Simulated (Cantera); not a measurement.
A Cantera script and what it prints.

```python
import numpy as np
import cantera as ct

gas_names = """
    H HNO HNO2 HNO3 HO2 H2 H2O H2O2 N NH NH2 NH3 NH2OH NO NO2 NO3 N2 N2H2 N2H4 N2O O OH O2 O3 Zr ZrN ZrO
    ZrO2
""".split()
cond_names = """
    H2O(s) H2O(L) Zr(a) Zr(b) Zr(L) ZrN(s) ZrN(L) ZrO2(a) ZrO2(b) ZrO2(L)
""".split()


def load(file, names, dense=False):
    # The tables refer to 1 bar. Condensed volumes are neglected.
    table = {s.name: s for s in ct.Species.list_from_file(file)}
    out = []
    for n in names:
        d = dict(table[n].input_data)
        d["thermo"] = dict(d["thermo"], **{"reference-pressure": 1e5})
        if dense:
            d["equation-of-state"] = {"model": "constant-volume", "density": "1e6 g/cm^3"}
        out.append(ct.Species.from_dict(d))
    return out


gas = ct.Solution(thermo="ideal-gas", species=load("nasa_gas.yaml", gas_names))
cond = {s.name: ct.Solution(thermo="fixed-stoichiometry", species=[s], name=s.name)
        for s in load("nasa_condensed.yaml", cond_names, dense=True)}
atoms = {
    'Zr': {'Zr': 1},
    'N2': {'N': 2},
    'H2O': {'H': 2, 'O': 1},
}
top_T = {}  # K; cautious upper limits of use, not melting points


def equilibrate(T, P, feed):
    n = {}
    for name, mol in feed.items():
        for a, k in atoms[name].items():
            n[a] = n.get(a, 0.0) + k * mol
    gas.TPX = T, P, n
    mass = sum(n.values()) * gas.mean_molecular_weight
    gas.equilibrate("TP")
    valid = [c for c in cond.values() if c.min_temp <= T <= top_T.get(c.name, c.max_temp)]
    mix = ct.Mixture([(gas, mass / gas.mean_molecular_weight)] + [(c, 0.0) for c in valid])
    mix.T, mix.P = T, P
    mix.equilibrate("TP", solver="vcs", rtol=1e-11, max_steps=5000)
    return mix


results = []
feed = {'Zr': 1, 'N2': 9.6, 'H2O': 0.57}  # mol
T = 2448.15  # K
P = 9.1  # Pa
mix = equilibrate(T, P, feed)
results.append((T, P, feed, dict(zip(mix.species_names, mix.species_moles))))
print(gas.report(threshold=1e-05))
for i in range(1, mix.n_phases):
    print(f"{mix.phase(i).name:16s} {mix.phase_moles(i):12.5e} mol")
```

Output:

```
       temperature   2448.2 K
          pressure   9.1 Pa
           density   1.318e-05 kg/m^3
  mean mol. weight   29.482 kg/kmol
   phase of matter   gas

                          1 kg             1 kmol
                     ---------------   ---------------
          enthalpy        3.3064e+06         9.748e+07  J
   internal energy         2.616e+06        7.7125e+07  J
           entropy             11337        3.3425e+05  J/K
    Gibbs function       -2.4449e+07       -7.2082e+08  J
 heat capacity c_p            1196.4             35271  J/K
 heat capacity c_v            914.35             26957  J/K

                      mass frac. Y      mole frac. X     chem. pot. / RT
                     ---------------   ---------------   ---------------
                 H         0.0033598          0.098269            -17.78
                H2        0.00015142         0.0022144           -35.561
                 N        8.2015e-06        1.7263e-05           -18.557
                N2            0.8042           0.84635           -37.113
                 O        8.4505e-06        1.5572e-05           -30.631
                Zr         0.0062192         0.0020099           -11.341
               ZrO           0.18518          0.050918           -41.972
              ZrO2         0.0008664        0.00020729           -72.603
     [  +20 minor]        9.9071e-07        1.2321e-06

Zr(L)             0.00000e+00 mol
ZrN(s)            4.10176e-01 mol
ZrO2(b)           0.00000e+00 mol
```

Cantera equilibrium calculation (NASA polynomials, part measured and part estimated; ideal gas, pure solids and liquids). ZrN: taken at fixed stoichiometry.
